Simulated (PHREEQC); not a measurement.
Consider water at 25 °C with 0.043 mol CuCl2, 0.00015 mol HCl and 5.7e-05 mol NaCl per kg of water. Closed to the air; pH follows from the charge balance.

Computed with PHREEQC (ion-association model, phreeqc.dat).

```
quantity               before    after
--------------------  -------  -------
pH                       3.90     3.90
CuCl+ (mol/kgw)       0.00332  0.00211
CuCl2 (mol/kgw)       8.14e-5  4.72e-5
Cu2(OH)2+2 (mol/kgw)  1.73e-6  6.77e-7
CuOH+ (mol/kgw)       1.56e-6  1.64e-6
CuCl3- (mol/kgw)      2.45e-8  1.20e-8
SI of Halite (NaCl)     -7.13    -7.11
```

### Question
What was changed between the two runs?
(A) temperature from 25 to 15 °C
(B) HCl from 0.00015 to 1.5e-05 mol/kgw
(C) HCl from 0.00015 to 0.000135 mol/kgw
(D) HCl replaced by LiCl at the same molality

### Answer
A, temperature from 25 to 15 °C

This is a speciation only: nothing precipitates in the calculation.
